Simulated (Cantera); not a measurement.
## Equilibrium for carbothermic reduction: SiO₂ + C + H₂

Feed: 1 mol SiO₂, 6.7 mol C, 1.7 mol H₂, held at 220 Pa.

Equilibrium computed with Cantera from the NASA thermochemical tables; the gas is ideal and each condensed phase is pure. Candidate condensed phases: C, C₆H₆, C₇H₈, C₈H₁₈, H₂O, Si, SiC, SiO₂; 123 gas species. Kinetics and transport are ignored.

```tsv
T (°C)	x CO	x H₂	x H	x Si	x SiO	x C₂H₂ (acetylene)	x SiC₂	x Si₂C	n C(graphite)	n SiC(s)
1575	0.535	0.454	0.00761	8.51e-5	0.00340	0.000117	1.63e-6	1.16e-6	3.72	0.987
1625	0.534	0.451	0.0112	0.000206	0.00387	0.000170	5.15e-6	3.57e-6	3.73	0.985
1675	0.532	0.447	0.0161	0.000475	0.00437	0.000241	1.53e-5	1.04e-5	3.73	0.982
1725	0.529	0.442	0.0227	0.00105	0.00490	0.000335	4.32e-5	2.86e-5	3.74	0.977
1775	0.525	0.435	0.0315	0.00224	0.00545	0.000456	0.000115	7.48e-5	3.75	0.970
1825	0.520	0.425	0.0428	0.00460	0.00601	0.000607	0.000294	0.000187	3.76	0.957
1875	0.513	0.412	0.0570	0.00912	0.00657	0.000789	0.000716	0.000446	3.78	0.933
```
x: gas mole fraction; n: condensed amount in mol.

From 1575 °C to 1875 °C the condensed part is C(graphite) + SiC(s). The main Si-bearing gas is SiO at 1575 °C and Si at 1875 °C. The share of Si in condensed phases is highest at 1575 °C (98.7 %) and lowest at 1875 °C (93.3 %).
